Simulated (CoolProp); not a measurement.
Ethylene along the isotherm 176.85 °C: density (kg/m³) from the reference equation and from simpler models built on Tc = 9.2 °C, pc = 5042 kPa, ω = 0.087; each cubic takes its own stable root.

Computed with CoolProp (reference Helmholtz-energy equation of state, Smukala 2000).

```json
[
 {"p (kPa)": "582", "phase": "gas", "reference": "4.399", "van der Waals": "4.409", "Peng-Robinson": "4.407"},
 {"p (kPa)": "1160", "phase": "gas", "reference": "8.837", "van der Waals": "8.877", "Peng-Robinson": "8.870"},
 {"p (kPa)": "1750", "phase": "gas", "reference": "13.44", "van der Waals": "13.54", "Peng-Robinson": "13.51"},
 {"p (kPa)": "2330", "phase": "gas", "reference": "18.04", "van der Waals": "18.21", "Peng-Robinson": "18.16"},
 {"p (kPa)": "2910", "phase": "gas", "reference": "22.71", "van der Waals": "22.99", "Peng-Robinson": "22.90"},
 {"p (kPa)": "3490", "phase": "gas", "reference": "27.44", "van der Waals": "27.87", "Peng-Robinson": "27.71"},
 {"p (kPa)": "4070", "phase": "gas", "reference": "32.25", "van der Waals": "32.86", "Peng-Robinson": "32.60"},
 {"p (kPa)": "4650", "phase": "gas", "reference": "37.13", "van der Waals": "37.95", "Peng-Robinson": "37.57"},
 {"p (kPa)": "5240", "phase": "supercritical", "reference": "42.16", "van der Waals": "43.24", "Peng-Robinson": "42.69"},
 {"p (kPa)": "5820", "phase": "supercritical", "reference": "47.18", "van der Waals": "48.56", "Peng-Robinson": "47.80"},
 {"p (kPa)": "6400", "phase": "supercritical", "reference": "52.25", "van der Waals": "53.98", "Peng-Robinson": "52.97"},
 {"p (kPa)": "6980", "phase": "supercritical", "reference": "57.39", "van der Waals": "59.51", "Peng-Robinson": "58.20"},
 {"p (kPa)": "7560", "phase": "supercritical", "reference": "62.59", "van der Waals": "65.15", "Peng-Robinson": "63.49"}
]
```
